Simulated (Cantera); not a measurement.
Cantera run:

```python
import numpy as np
import cantera as ct

gas_names = [...]  # 118 gases of nasa_gas.yaml made of C, Cl, F, H
cond_names = """
    C(gr) C6H6(L) C7H8(L) C8H18(L),n-octa
""".split()


# ... load() reads the species with a 1 bar reference pressure and builds the phases ...
atoms = {
    'CHF3': {'C': 1, 'H': 1, 'F': 3},
    'HCl': {'H': 1, 'CL': 1},
}
top_T = {'C(gr)': 4500}  # K; cautious upper limits of use, not melting points


# ... equilibrate(T, P, feed) seeds the gas with the atoms and calls Mixture.equilibrate('TP', solver="vcs", rtol=1e-11, max_steps=5000) ...
results = []
feed = {'CHF3': 1, 'HCl': 0.52}  # mol
T = 2525  # K
P = 133.322  # Pa
mix = equilibrate(T, P, feed)
results.append((T, P, feed, dict(zip(mix.species_names, mix.species_moles))))
print(gas.report(threshold=0.0001))
for i in range(1, mix.n_phases):
    print(f"{mix.phase(i).name:16s} {mix.phase_moles(i):12.5e} mol")
```

Output:

```
       temperature   2525 K
          pressure   133.32 Pa
           density   0.00014365 kg/m^3
  mean mol. weight   22.62 kg/kmol
   phase of matter   gas

                          1 kg             1 kmol
                     ---------------   ---------------
          enthalpy        -4.457e+05       -1.0082e+07  J
   internal energy       -1.3738e+06       -3.1076e+07  J
           entropy             12805        2.8966e+05  J/K
    Gibbs function       -3.2779e+07       -7.4148e+08  J
 heat capacity c_p            1245.1             28166  J/K
 heat capacity c_v            877.58             19851  J/K

                      mass frac. Y      mole frac. X     chem. pot. / RT
                     ---------------   ---------------   ---------------
                 C        9.3147e-05        0.00017542           -3.2862
                CF          0.018316          0.013361           -29.477
               CF2          0.040523           0.01833           -55.668
                C3         0.0008728        0.00054792           -9.8585
                CL           0.23437           0.14955           -25.977
                 F           0.31846           0.37918           -26.191
                 H        6.7422e-05          0.001513           -19.664
               HCL        0.00087728        0.00054431            -45.64
                HF           0.38624            0.4367           -45.854
     [ +109 minor]        0.00018212        9.9469e-05

C(gr)             8.83403e-01 mol
```

These are equilibrium values from Cantera (NASA tables, ideal gas, pure condensed phases), not measurements of a reactor.
